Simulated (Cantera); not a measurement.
A closed system holds: 1 mol Si, 0.9 mol Cl2, 3.2 mol H2, equilibrated at 802 °C and 910000 Pa.

Method: chemical equilibrium by Gibbs-energy minimisation in Cantera with the NASA 1993 tables (ideal gas, pure condensed phases). Candidate condensed phases: Si; 19 gas species. The tables' values for SiCl3 are old estimates; treat these amounts as uncertain. The numbers say what is thermodynamically allowed, not how fast it happens.

Base state: H2 0.845, SiHCl3 0.0675, SiCl4 0.0673, HCl 0.0105, SiH2Cl2 0.00792, SiCl3 0.00104, SiCl2 0.000253, SiH3Cl 0.000244 (mole fractions); condensed: Si(s).

Problem. What changes in the equilibrium state with this change: Si replaced by SiCl4?

Solution. 
```json
[
 {"species": "H2", "before": "0.845", "after": "0.448"},
 {"species": "HCl", "before": "0.0105", "after": "0.356"},
 {"species": "SiCl4", "before": "0.0673", "after": "0.193"},
 {"species": "SiHCl3", "before": "0.0675", "after": "0.00302"},
 {"species": "SiH3Cl", "before": "0.000244", "after": "2.65e-9"},
 {"species": "SiH2Cl2", "before": "0.00792", "after": "5.52e-6"},
 {"species": "SiCl2", "before": "0.000253", "after": "3.33e-7"},
 {"species": "SiCl3", "before": "0.00104", "after": "6.37e-5"},
 {"species": "Si(s), mol", "before": "0.483", "after": "0"}
]
```

Problem. What changes in the equilibrium state with this change: Cl2 from 0.9 to 2.2 mol?

Solution. 
```tsv
species	before	after
H2	0.845	0.665
SiCl4	0.0673	0.211
HCl	0.0105	0.108
SiHCl3	0.0675	0.0162
SiH3Cl	0.000244	3.43e-7
SiH2Cl2	0.00792	0.000145
SiCl2	0.000253	5.90e-6
SiCl3	0.00104	0.000280
Si(s), mol	0.483	0
```

Problem. What changes in the equilibrium state with this change: Cl2 from 0.9 to 2.3 mol?

Solution. 
```json
[
 {"species": "H2", "before": "0.845", "after": "0.633"},
 {"species": "SiCl4", "before": "0.0673", "after": "0.211"},
 {"species": "HCl", "before": "0.0105", "after": "0.145"},
 {"species": "SiHCl3", "before": "0.0675", "after": "0.0114"},
 {"species": "SiH3Cl", "before": "0.000244", "after": "1.20e-7"},
 {"species": "SiH2Cl2", "before": "0.00792", "after": "7.23e-5"},
 {"species": "Si(s), mol", "before": "0.483", "after": "0"}
]
```
